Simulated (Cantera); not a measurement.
Cantera run:

```python
import numpy as np
import cantera as ct

gas_names = """
    CL CLO CL2 Fe FeCL FeCL2 FeCL3 FeO Fe(OH)2 Fe2CL4 Fe2CL6 H HCL HOCL HO2 H2 H2O H2O2 O OH O2 O3
""".split()
cond_names = """
    Fe(a) Fe(c) Fe(d) Fe(L) FeCL2(s) FeCL2(L) FeCL3(s) FeCL3(L) FeO(s) FeO(L) Fe(OH)2(s) Fe(OH)3(s)
    Fe2O3(s) Fe3O4(s) H2O(s) H2O(L)
""".split()


def load(file, names, dense=False):
    # The tables refer to 1 bar. Condensed volumes are neglected.
    table = {s.name: s for s in ct.Species.list_from_file(file)}
    out = []
    for n in names:
        d = dict(table[n].input_data)
        d["thermo"] = dict(d["thermo"], **{"reference-pressure": 1e5})
        if dense:
            d["equation-of-state"] = {"model": "constant-volume", "density": "1e6 g/cm^3"}
        out.append(ct.Species.from_dict(d))
    return out


gas = ct.Solution(thermo="ideal-gas", species=load("nasa_gas.yaml", gas_names))
cond = {s.name: ct.Solution(thermo="fixed-stoichiometry", species=[s], name=s.name)
        for s in load("nasa_condensed.yaml", cond_names, dense=True)}
atoms = {
    'FeCl2': {'Fe': 1, 'CL': 2},
    'O2': {'O': 2},
    'H2': {'H': 2},
}
top_T = {'Fe2O3(s)': 1830, 'Fe3O4(s)': 1870}  # K; cautious upper limits of use, not melting points


def equilibrate(T, P, feed):
    n = {}
    for name, mol in feed.items():
        for a, k in atoms[name].items():
            n[a] = n.get(a, 0.0) + k * mol
    gas.TPX = T, P, n
    mass = sum(n.values()) * gas.mean_molecular_weight
    gas.equilibrate("TP")
    valid = [c for c in cond.values() if c.min_temp <= T <= top_T.get(c.name, c.max_temp)]
    mix = ct.Mixture([(gas, mass / gas.mean_molecular_weight)] + [(c, 0.0) for c in valid])
    mix.T, mix.P = T, P
    mix.equilibrate("TP", solver="vcs", rtol=1e-11, max_steps=5000)
    return mix


results = []
feed = {'FeCl2': 1, 'O2': 4.1, 'H2': 0.6}  # mol
P = 16  # Pa
for T in [648, 848, 1048, 1248, 1448, 1648, 1848]:
    mix = equilibrate(T, P, feed)
    results.append((T, P, feed, dict(zip(mix.species_names, mix.species_moles))))

top = {s: max(r[3][s] / sum(r[3][g] for g in gas_names) for r in results) for s in gas_names}
cols = sorted((s for s in top if top[s] > 0.001), key=lambda s: -top[s])[:5]
seen = [c for c in cond_names if any(r[3].get(c, 0) > 1e-12 for r in results)]
print("log10 of partial pressures in bar; condensed amounts in mol")
print(f"{'T/K':>10s}" + "".join(f"{s[:9]:>10s}" for s in cols + seen))
for T, P, feed, n in results:
    ng = sum(n[g] for g in gas_names)
    print(f"{T:10.4g}" + "".join(f"{np.log10(max(n[s] / ng * P / 1e5, 1e-99)):10.3f}" for s in cols)
          + "".join(f"{n.get(c, 0):10.4g}" for c in seen))
```

Output:

```
log10 of partial pressures in bar; condensed amounts in mol
       T/K        O2       HCL        CL       CL2     FeCL2    FeO(L)  Fe2O3(s)  Fe3O4(s)
       648    -3.969    -4.566    -9.273    -4.713   -14.058         0       0.5         0
       848    -3.966    -4.437    -6.997    -4.851    -9.189         0    0.4999         0
      1048    -3.968    -4.423    -5.594    -4.962    -6.273         0    0.4875         0
      1248    -3.971    -4.456    -5.051    -5.869    -5.161         0     0.384         0
      1448    -3.973    -4.548    -4.928    -7.074    -5.020         0         0    0.2261
      1648    -3.981    -4.687    -4.797    -7.916    -4.953         0         0     0.207
      1848    -3.994    -4.858    -4.695    -8.580    -4.948    0.5817         0         0
```

Cantera equilibrium calculation (NASA polynomials, part measured and part estimated; ideal gas, pure solids and liquids). The tables' stoichiometric FeO is somewhat more stable than real wüstite, so its field is too wide. FeO: taken at fixed stoichiometry. Condensed phases not in the tables: FeOCl.
